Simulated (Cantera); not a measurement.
A closed system holds: 1 mol AlN, 9 mol O₂, 15 mol H₂, 0.51 mol H₂O, equilibrated at 10.0 mbar.

Cantera equilibrium calculation (NASA polynomials, part measured and part estimated; ideal gas, pure solids and liquids). Candidate condensed phases: Al, AlN, Al₂O₃, H₂O; 35 gas species. Rates play no part. All values below are at 1925 K.

Base state: H₂O 0.907, O₂ 0.0451, N₂ 0.0294, OH 0.00907, H₂ 0.00684, H 0.000791, O 0.000782, NO 0.000553 (mole fractions); condensed: Al₂O₃(s).

Q: What changes in the equilibrium state with this change: O₂ from 9 to 1 mol?

A: 
| species | before | after |
|---|---|---|
| H₂ | 0.00684 | 0.897 |
| H₂O | 0.907 | 0.0627 |
| N₂ | 0.0294 | 0.0311 |
| O₂ | 0.0451 | 1.25e-8 |
| O | 0.000782 | 4.12e-7 |
| NO | 0.000553 | 3.00e-7 |
| OH | 0.00907 | 5.47e-5 |
| Al₂O₃(s), mol | 0.500 | 0.500 |
